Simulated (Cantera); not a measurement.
What does this Cantera script print?

```python
import numpy as np
import cantera as ct

gas_names = [...]  # 109 gases of nasa_gas.yaml made of C, Cl, H, Si
cond_names = """
    C(gr) C6H6(L) C7H8(L) C8H18(L),n-octa Si(cr) Si(L) SiC(b)
""".split()


# ... load() reads the species with a 1 bar reference pressure and builds the phases ...
atoms = {
    'SiCl4': {'Si': 1, 'CL': 4},
    'HCl': {'H': 1, 'CL': 1},
    'H2': {'H': 2},
    'C3H8': {'C': 3, 'H': 8},
}
top_T = {'C(gr)': 4500, 'SiC(b)': 3050}  # K; cautious upper limits of use, not melting points


# ... equilibrate(T, P, feed) seeds the gas with the atoms and calls Mixture.equilibrate('TP', solver="vcs", rtol=1e-11, max_steps=5000) ...
results = []
feed = {'SiCl4': 1, 'HCl': 0.18, 'H2': 86, 'C3H8': 0.0072}  # mol
P = 190  # Pa
for T in [1323, 1373, 1423, 1473, 1523, 1573, 1623, 1673, 1723, 1773, 1823, 1873, 1923, 1973]:
    mix = equilibrate(T, P, feed)
    results.append((T, P, feed, dict(zip(mix.species_names, mix.species_moles))))
    x = sorted(zip(gas.X, gas.species_names), reverse=True)
    print(f"T = {T:g} K  P = {P:g} Pa  gas = {mix.phase_moles(0):.4g} mol")
    print("   x: " + "  ".join(f"{s} {v:.3e}" for v, s in x if v > 1e-06))
    print("   condensed (mol): " + ("  ".join(f"{mix.phase(i).name} {mix.phase_moles(i):.4g}"
          for i in range(1, mix.n_phases) if mix.phase_moles(i) > 1e-12) or "none"))
```

Result:

```
T = 1323 K  P = 190 Pa  gas = 88.21 mol
   x: H2 9.570e-01  HCL 3.862e-02  SiCL2 4.261e-03  SiCL3 6.689e-05  H 3.559e-05  SiHCL3 7.220e-06  SiCL4 5.743e-06  SiH2CL2 1.300e-06  CL 1.204e-06
   condensed (mol): Si(cr) 0.5954  SiC(b) 0.0216
T = 1373 K  P = 190 Pa  gas = 88.21 mol
   x: H2 9.571e-01  HCL 3.837e-02  SiCL2 4.426e-03  H 7.474e-05  SiCL3 4.618e-05  SiHCL3 3.516e-06  CL 2.483e-06  SiCL4 2.229e-06
   condensed (mol): Si(cr) 0.5832  SiC(b) 0.0216
T = 1423 K  P = 190 Pa  gas = 88.21 mol
   x: H2 9.571e-01  HCL 3.812e-02  SiCL2 4.575e-03  H 1.491e-04  SiCL3 3.267e-05  CL 4.864e-06  SiCL 1.988e-06  SiHCL3 1.799e-06
   condensed (mol): Si(cr) 0.5714  SiC(b) 0.0216
T = 1473 K  P = 190 Pa  gas = 88.22 mol
   x: H2 9.571e-01  HCL 3.787e-02  SiCL2 4.710e-03  H 2.839e-04  SiCL3 2.363e-05  CL 9.106e-06  SiCL 4.484e-06  Si 2.881e-06  SiH2 1.006e-06
   condensed (mol): Si(cr) 0.5598  SiC(b) 0.0216
T = 1523 K  P = 190 Pa  gas = 88.23 mol
   x: H2 9.570e-01  HCL 3.763e-02  SiCL2 4.834e-03  H 5.187e-04  SiCL3 1.745e-05  CL 1.636e-05  SiCL 9.572e-06  Si 9.488e-06  SiH2 1.919e-06  SiH 1.182e-06
   condensed (mol): Si(cr) 0.5483  SiC(b) 0.0216
T = 1573 K  P = 190 Pa  gas = 88.25 mol
   x: H2 9.567e-01  HCL 3.738e-02  SiCL2 4.946e-03  H 9.123e-04  Si 2.894e-05  CL 2.834e-05  SiCL 1.945e-05  SiCL3 1.313e-05  SiH2 3.511e-06  SiH 2.970e-06
   condensed (mol): Si(cr) 0.5358  SiC(b) 0.02159
T = 1623 K  P = 190 Pa  gas = 88.29 mol
   x: H2 9.561e-01  HCL 3.714e-02  SiCL2 5.046e-03  H 1.550e-03  Si 8.234e-05  CL 4.744e-05  SiCL 3.776e-05  SiCL3 1.004e-05  SiH 7.041e-06  SiH2 6.184e-06
   condensed (mol): Si(cr) 0.5201  SiC(b) 0.02157
T = 1673 K  P = 190 Pa  gas = 88.35 mol
   x: H2 9.550e-01  HCL 3.688e-02  SiCL2 5.132e-03  H 2.553e-03  Si 2.199e-04  CL 7.699e-05  SiCL 7.038e-05  SiH 1.583e-05  SiH2 1.052e-05  SiCL3 7.785e-06  Si2C 1.125e-06
   condensed (mol): Si(cr) 0.496  SiC(b) 0.0215
T = 1723 K  P = 190 Pa  gas = 88.45 mol
   x: H2 9.531e-01  HCL 3.704e-02  SiCL2 4.979e-03  H 4.084e-03  Si 5.176e-04  CL 1.230e-04  SiCL 1.194e-04  SiH 3.167e-05  SiH2 1.618e-05  SiCL3 5.924e-06  Si2C 3.579e-06  Si2 2.451e-06
   condensed (mol): Si(L) 0.476  SiC(b) 0.02128
T = 1773 K  P = 190 Pa  gas = 88.61 mol
   x: H2 9.500e-01  HCL 3.734e-02  H 6.361e-03  SiCL2 4.717e-03  Si 1.121e-03  CL 1.922e-04  SiCL 1.907e-04  SiH 5.880e-05  SiH2 2.344e-05  Si2C 1.029e-05  Si2 6.236e-06  SiCL3 4.486e-06  Si3 1.507e-06
   condensed (mol): Si(L) 0.4341  SiC(b) 0.02067
T = 1823 K  P = 190 Pa  gas = 88.88 mol
   x: H2 9.453e-01  HCL 3.751e-02  H 9.664e-03  SiCL2 4.459e-03  Si 2.327e-03  SiCL 2.960e-04  CL 2.926e-04  SiH 1.054e-04  SiH2 3.320e-05  Si2C 2.788e-05  Si2 1.506e-05  Si3 3.538e-06  SiCL3 3.426e-06
   condensed (mol): Si(L) 0.3303  SiC(b) 0.01909
T = 1873 K  P = 190 Pa  gas = 89.32 mol
   x: H2 9.381e-01  HCL 3.751e-02  H 1.434e-02  Si 4.641e-03  SiCL2 4.201e-03  SiCL 4.473e-04  CL 4.343e-04  SiH 1.826e-04  Si2C 7.149e-05  SiH2 4.601e-05  Si2 3.464e-05  Si3 7.926e-06  SiCL3 2.631e-06
   condensed (mol): Si(L) 0.1133  SiC(b) 0.01513
T = 1923 K  P = 190 Pa  gas = 89.82 mol
   x: H2 9.287e-01  HCL 3.895e-02  H 2.083e-02  Si 6.664e-03  SiCL2 3.205e-03  CL 6.571e-04  SiCL 5.132e-04  SiH 2.291e-04  Si2C 1.301e-04  SiH2 4.666e-05  Si2 4.249e-05  Si3 7.069e-06  SiCL3 1.721e-06  C2H2,acetylene 1.251e-06
   condensed (mol): SiC(b) 0.009583
T = 1973 K  P = 190 Pa  gas = 90.35 mol
   x: H2 9.179e-01  HCL 4.065e-02  H 2.966e-02  Si 7.742e-03  SiCL2 2.075e-03  CL 9.815e-04  SiCL 4.856e-04  SiH 2.339e-04  Si2C 1.890e-04  SiH2 3.888e-05  Si2 3.503e-05  C2H2,acetylene 6.643e-06  Si3 3.549e-06  SiC2 3.187e-06
   condensed (mol): SiC(b) 0.002731
```

Cantera equilibrium calculation (NASA polynomials, part measured and part estimated; ideal gas, pure solids and liquids). Mutual solubility and eutectic melting of coexisting phases are not modelled. The tables' values for SiCl, SiCl3 are old estimates; treat these amounts as uncertain. Gases not in the tables: Si2H6 and higher silanes.
